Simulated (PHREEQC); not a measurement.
A PHREEQC speciation (ion-association model, phreeqc.dat) at 20 °C gives pH 1.67 and these molalities:

```csv
species,mol/kgw
H+,0.0248
HSO4-,0.00925
SO4-2,0.00803
Mn+2,0.000273
MnSO4,9.69e-5
```

### Question
What are the element totals, and what could have been dissolved in 1 kg of water to give them?

### Answer
This is not unique; one that fits is totals Mn(2) 0.000370, S(6) 0.0174 mol/kgw, from 17 mmol/kgw H2SO4 and 0.37 mmol/kgw MnSO4.

No solid was allowed to form.
